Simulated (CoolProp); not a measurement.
Vapour-liquid equilibrium of ethane (1) + CHF3 (R23) (2) at 217.6 K; x and y are mole fractions of (1).

Model: multi-fluid Helmholtz-energy mixture model, Bücker 2006 and Penoncello 2003; pair parameters Bell 2016, in CoolProp.

```json
[
 {"x": "0.05", "bubble pressure (bar)": "4.936", "y at the bubble point": "0.245", "dew pressure at overall composition x (bar)": "3.988", "liquid density (mol/L)": "18.83"},
 {"x": "0.2", "bubble pressure (bar)": "6.415", "y at the bubble point": "0.457", "dew pressure at overall composition x (bar)": "4.683", "liquid density (mol/L)": "18.01"},
 {"x": "0.35", "bubble pressure (bar)": "6.744", "y at the bubble point": "0.506", "dew pressure at overall composition x (bar)": "___", "liquid density (mol/L)": "17.37"},
 {"x": "0.5", "bubble pressure (bar)": "6.809", "y at the bubble point": "0.528", "dew pressure at overall composition x (bar)": "___", "liquid density (mol/L)": "16.92"},
 {"x": "0.65", "bubble pressure (bar)": "6.773", "y at the bubble point": "0.555", "dew pressure at overall composition x (bar)": "___", "liquid density (mol/L)": "___"},
 {"x": "0.8", "bubble pressure (bar)": "___", "y at the bubble point": "0.621", "dew pressure at overall composition x (bar)": "5.432", "liquid density (mol/L)": "16.57"},
 {"x": "0.95", "bubble pressure (bar)": "5.293", "y at the bubble point": "0.826", "dew pressure at overall composition x (bar)": "4.706", "liquid density (mol/L)": "16.59"}
]
```

What belongs in the gaps?


- 0.35, dew pressure at overall composition x (bar): 5.611
- 0.5, dew pressure at overall composition x (bar): 6.713
- 0.65, dew pressure at overall composition x (bar): 6.298
- 0.65, liquid density (mol/L): 16.66
- 0.8, bubble pressure (bar): 6.466

y crosses x between x = 0.5 and 0.65: the model has an azeotrope there.

The pair parameters rest on a limited set of measurements; away from them the model extrapolates. With so large a gap from Raoult's law the liquid may split in two, which this calculation doesn't test in full.
